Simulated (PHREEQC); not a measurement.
Model water analysis in mmol/kgw, 25 °C, pH 7.99, pe 9.2:

```tsv
constituent	mmol/kgw
Na	0.534
K	0.77
Ca	0.584
Mg	0.0692
Cl	0.728
S(6)	0.744
Alkalinity (meq/kgw)	0.454
O(0) (counted as O atoms)	0.0509
Pb	0.000542
```

Valence states are taken as typed.

All values are PHREEQC results (ion-association model, phreeqc.dat), not measurements.

No solid was allowed to form.

Q: What specific conductance does the model give?

A: specific conductance 318 µS/cm.

Q: In which forms is Ca present?

A: Ca+2 93 %, CaSO4 6.7 % of the Ca.
